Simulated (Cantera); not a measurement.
Charge: 1 mol V2O5, 8.7 mol H2, 1.4 mol H2O, held at 38.3 Torr.

Method: chemical equilibrium by Gibbs-energy minimisation in Cantera with the NASA 1993 tables (ideal gas, pure condensed phases). Candidate condensed phases: H2O, V, VO, V2O3, V2O4, V2O5; 12 gas species. Condensed phases not in the tables: the oxides between V2O3 and V2O5 other than VO2. Equilibrium is a limit: real reactors are often held back by kinetics, nucleation or transport.

x: gas mole fraction; n: condensed amount in mol.

```json
[
 {"T (K)": "998", "x H2": "0.663", "x H2O": "0.337", "x H": "7.76e-9", "x VO2": "<1e-12", "x OH": "8.57e-12", "x VO": "<1e-12", "x O": "<1e-12", "n V2O3(s)": "1.00"},
 {"T (K)": "1098", "x H2": "0.663", "x H2O": "0.337", "x H": "8.92e-8", "x VO2": "<1e-12", "x OH": "1.99e-10", "x VO": "<1e-12", "x O": "<1e-12", "n V2O3(s)": "1.00"},
 {"T (K)": "1198", "x H2": "0.663", "x H2O": "0.337", "x H": "6.86e-7", "x VO2": "5.51e-12", "x OH": "2.75e-9", "x VO": "<1e-12", "x O": "<1e-12", "n V2O3(s)": "1.00"},
 {"T (K)": "1298", "x H2": "0.663", "x H2O": "0.337", "x H": "3.86e-6", "x VO2": "2.29e-10", "x OH": "2.54e-8", "x VO": "<1e-12", "x O": "<1e-12", "n V2O3(s)": "1.00"},
 {"T (K)": "1398", "x H2": "0.663", "x H2O": "0.337", "x H": "1.71e-5", "x VO2": "5.49e-9", "x OH": "1.71e-7", "x VO": "2.88e-12", "x O": "…", "n V2O3(s)": "1.00"},
 {"T (K)": "1498", "x H2": "0.663", "x H2O": "0.337", "x H": "6.20e-5", "x VO2": "8.49e-8", "x OH": "8.92e-7", "x VO": "8.30e-11", "x O": "…", "n V2O3(s)": "1.00"},
 {"T (K)": "1598", "x H2": "0.663", "x H2O": "0.337", "x H": "0.000192", "x VO2": "9.20e-7", "x OH": "3.79e-6", "x VO": "1.55e-9", "x O": "…", "n V2O3(s)": "1.000"},
 {"T (K)": "1698", "x H2": "0.663", "x H2O": "0.337", "x H": "0.000521", "x VO2": "7.43e-6", "x OH": "1.36e-5", "x VO": "2.01e-8", "x O": "…", "n V2O3(s)": "1.000"},
 {"T (K)": "1798", "x H2": "0.662", "x H2O": "0.336", "x H": "0.00127", "x VO2": "4.70e-5", "x OH": "4.24e-5", "x VO": "1.94e-7", "x O": "…", "n V2O3(s)": "1.000"},
 {"T (K)": "1898", "x H2": "0.661", "x H2O": "0.336", "x H": "0.00281", "x VO2": "0.000242", "x OH": "0.000117", "x VO": "1.46e-6", "x O": "…", "n V2O3(s)": "0.999"},
 {"T (K)": "1998", "x H2": "0.658", "x H2O": "0.334", "x H": "0.00576", "x VO2": "0.00105", "x OH": "0.000291", "x VO": "8.83e-6", "x O": "…", "n V2O3(s)": "0.995"},
 {"T (K)": "2098", "x H2": "0.654", "x H2O": "0.331", "x H": "0.0110", "x VO2": "0.00389", "x OH": "0.000661", "x VO": "4.47e-5", "x O": "…", "n V2O3(s)": "0.980"},
 {"T (K)": "2198", "x H2": "0.645", "x H2O": "0.321", "x H": "0.0198", "x VO2": "0.0126", "x OH": "0.00137", "x VO": "0.000194", "x O": "…", "n V2O3(s)": "0.934"}
]
```

Task: Complete the blanks.

Result: 
- 1398, x O: 4.00e-12
- 1498, x O: 7.23e-11
- 1598, x O: 9.13e-10
- 1698, x O: 8.57e-9
- 1798, x O: 6.29e-8
- 1898, x O: 3.74e-7
- 1998, x O: 1.86e-6
- 2098, x O: 7.95e-6
- 2198, x O: 2.94e-5
